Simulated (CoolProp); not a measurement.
The fluid at 396.52 K and 0.348 MPa (gas) is heated at constant pressure to 487.1 K. The same conditions are run with several fluids, on thermodynamics alone (safety and materials aside).

The numbers come from the reference Helmholtz-energy equation of state of each fluid (oxygen: Schmidt 1985; nitrous oxide: Lemmon 2006; ammonia: Gao 2020; R152A: Outcalt 1996) in CoolProp.

```json
[
 {"fluid": "oxygen", "heat (kJ/kg)": "86.6", "final density (kg/m³)": "2.75"},
 {"fluid": "nitrous oxide", "heat (kJ/kg)": "91.3", "final density (kg/m³)": "3.79"},
 {"fluid": "ammonia", "heat (kJ/kg)": "216", "final density (kg/m³)": "1.47"},
 {"fluid": "R152A", "heat (kJ/kg)": "124", "final density (kg/m³)": "5.75"}
]
```

Above 300 K oxygen's equation is extrapolated.
